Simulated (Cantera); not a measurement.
Mixture: 4.79 % CH4, 17.1 % O2, 64.2 % N2, 13.9 % H2O, equivalence ratio 0.56, at 0.316 atm, adiabatic and at constant pressure. Ignition delay is the time to a rise of 400 K.

Computed with Cantera and GRI-Mech 3.0 (53 species, 325 reactions).

**Question.** Predict: delay at 1200 K; delay at 1275 K; delay at 1350 K; delay at 1425 K; delay at 1500 K; delay at 1575 K; apparent activation energy between 1425 and 1575 K.

**Answer.** 
```
Quantity                                                Result
--------------------------------------------------  ----------
delay at 1200 K                                        0.118 s
delay at 1275 K                                        40.6 ms
delay at 1350 K                                        15.3 ms
delay at 1425 K                                        6.33 ms
delay at 1500 K                                        2.92 ms
delay at 1575 K                                        1.49 ms
apparent activation energy between 1425 and 1575 K  180 kJ/mol
```
